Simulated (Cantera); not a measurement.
A freely propagating, adiabatic, planar premixed flame of H2 : O2 : N2 = 1 : 0.417 : 1.71 (molar parts), equivalence ratio 1.2, unburnt at 600 K and 315 Torr; mixture-averaged transport, grid criteria slope 0.08 and curve 0.16, no radiation.

Computed with Cantera and the H2/O2 subset of GRI-Mech 3.0, which has no nitrogen chemistry. Burning velocities carry a grid error of a few per cent, more on coarse grids.

### Question
What does this change do: inlet temperature 600 to 450 K?

### Answer
```csv
quantity,before,after
laminar burning velocity,711 cm/s,439 cm/s
thermal thickness,1.49 mm,1.33 mm
peak x(H2O2),4.04e-6,2.46e-5
peak x(OH),0.0152,0.0131
peak x(HO2),0.000132,0.000211
```

### Question
What does this change do: inlet temperature 600 to 500 K?

### Answer
```
quantity                    before     after
------------------------  --------  --------
laminar burning velocity  711 cm/s  518 cm/s
thermal thickness          1.49 mm   1.38 mm
peak x(H2O2)               4.04e-6   1.39e-5
peak x(OH)                  0.0152    0.0137
peak x(HO2)               0.000132  0.000183
```
